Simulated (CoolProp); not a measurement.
Saturation properties of tetrahydrofuran (Tc = 267.0 °C, pc = 53.04 bar, ω = 0.234).

Values from CoolProp's reference Helmholtz-energy equation of state, Fiedler 2023.

```csv
T (°C),p (bar),liquid density (kg/m³),vapour density (kg/m³),enthalpy of vaporisation (kJ/kg),liquid cp (kJ/(kg K))
106.75,3.235,786.5,7.909,383.9,2.064
115.15,3.969,775.8,9.604,376.6,2.104
123.45,4.813,765.0,11.55,369.1,2.144
131.75,5.784,753.9,13.78,361.4,2.186
140.05,6.896,742.6,16.35,353.2,2.229
148.35,8.161,730.9,19.29,344.7,2.274
156.65,9.591,718.9,22.66,335.8,2.321
165.05,11.22,706.3,26.55,326.2,2.373
173.35,13.02,693.3,30.95,316.3,2.427
181.65,15.03,679.8,35.98,305.7,2.487
189.95,17.27,665.6,41.75,294.3,2.553
198.25,19.74,650.5,48.41,282.1,2.630
206.55,22.47,634.5,56.15,268.9,2.719
214.85,25.48,617.2,65.24,254.4,2.829
```

It boils at 65.9 °C under 1 atm.
